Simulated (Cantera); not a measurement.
Input: 1 mol SiCl4, a varied amount of H2, 2.3 mol Cl2, held at 898 K and 100 Torr.

These are equilibrium values from Cantera (NASA tables, ideal gas, pure condensed phases), not measurements of a reactor. Candidate condensed phases: Si; 19 gas species. Rates play no part.

**Question.** At 1.7 mol H2, list the 4 most abundant gas species with their mole fractions, and the condensed phases.

**Answer.** HCl 0.680, SiCl4 0.200, Cl2 0.120, Cl 6.76e-5. Condensed: gas only.
